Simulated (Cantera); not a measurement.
## Thermodynamics of hydrogen reduction and annealing atmospheres, feed Fe2O3 + H2

Input: 1 mol Fe2O3, 400 mol H2, held at 1098 K and 0.140 bar.

Equilibrium computed with Cantera from the NASA thermochemical tables; the gas is ideal and each condensed phase is pure. Candidate condensed phases: Fe, FeO, Fe(OH)2, Fe(OH)3, Fe2O3, Fe3O4, H2O; 12 gas species. Rates play no part.

```json
{
 "x(H2)": "0.993",
 "x(H2O)": "0.00750",
 "n(Fe(α))": "2.00 mol",
 "gas_amount": "400.0 mol",
 "log10 activity of Fe(OH)2(s) (absent)": "-9.50",
 "log10 activity of Fe(OH)3(s) (absent)": "-16.82"
}
```
